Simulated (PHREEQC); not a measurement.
Make-up at 25 °C: 0.0018 mol/kgw KBr, 7.4e-05 mol/kgw Sr(OH)2 and 9.2e-05 mol/kgw KHSO4. Closed to the air; pH follows from the charge balance.

Computed with PHREEQC (Pitzer model, pitzer.dat).

The pH comes out as 9.72 and the ionic strength is 0.00221 mol/kgw. The specific conductance is 298 µS/cm. The osmotic coefficient comes out as 0.981 and the total alkalinity is 0.0560 meq/kg.

| species | molality | activity | log γ |
|---|---|---|---|
| K+ | 0.00189 | 0.00180 | -0.023 |
| Br- | 0.00180 | 0.00171 | -0.023 |
| SO4-2 | 9.20e-5 | 7.38e-5 | -0.096 |
| Sr+2 | 7.40e-5 | 5.95e-5 | -0.095 |
| OH- | 5.60e-5 | 5.32e-5 | -0.023 |

This is a speciation only: nothing precipitates in the calculation.
